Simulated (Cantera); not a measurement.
Input: 1 mol BaCl2, 0.18 mol O2, a varied amount of N2, equilibrated at 1298 K and 6.80 Pa.

Equilibrium computed with Cantera from the NASA thermochemical tables; the gas is ideal and each condensed phase is pure. Candidate condensed phases: Ba, BaCl2, BaO; 15 gas species. Condensed phases not in the tables: oxide chlorides. Equilibrium is a limit: real reactors are often held back by kinetics, nucleation or transport.

Question: At 27 mol N2, list the 5 most abundant gas species with their mole fractions, and the condensed phases.

Answer: N2 0.958, BaCl2 0.0355, O2 0.00634, NO 7.49e-5, Cl 4.35e-5. Condensed: BaO(s).
